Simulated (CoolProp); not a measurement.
Model: reference Helmholtz-energy equation of state, Thol 2016, in CoolProp.

Question: Give the vapour pressure (bar), enthalpy of vaporisation (kJ/kg), liquid viscosity (µPa s), vapour viscosity (µPa s) of saturated R1234ze(E) at -19.45, 75.05 °C.

Answer: 
| T (°C) | p (bar) | enthalpy of vaporisation (kJ/kg) | liquid viscosity (µPa s) | vapour viscosity (µPa s) |
|---|---|---|---|---|
| -19.45 | 0.992 | 196 | 331 | 10.5 |
| 75.05 | 18.0 | 117 | 99.6 | 15.5 |

Viscosity comes from a separate model (Bell 2016), an estimate that may be off by 10 % or more.
